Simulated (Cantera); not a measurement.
Charge: 1 mol V, 6.9 mol N2O, 470 mol H2, equilibrated at 0.560 bar.

These are equilibrium values from Cantera (NASA tables, ideal gas, pure condensed phases), not measurements of a reactor. Candidate condensed phases: H2O, V, VN, VO, V2O3, V2O4, V2O5; 28 gas species. Condensed phases not in the tables: the oxides between V2O3 and V2O5 other than VO2. The numbers say what is thermodynamically allowed, not how fast it happens. All values below are at 1227 °C.

Base state: H2 0.974, N2 0.0145, H2O 0.0113, H 2.32e-5 (mole fractions); condensed: V2O3(s).

Problem. What changes in the equilibrium state with this change: V replaced by Cr?

Solution. 
| species | before | after |
|---|---|---|
| H2 | 0.974 | 0.974 |
| N2 | 0.0145 | 0.0145 |
| H2O | 0.0113 | 0.0113 |
| H | 2.32e-5 | 2.32e-5 |
| V2O3(s), mol | 0.500 | 0 |
| Cr2O3(s), mol | 0 | 0.500 |
Further candidate phases: Cr, CrN, Cr2N, Cr2O3.
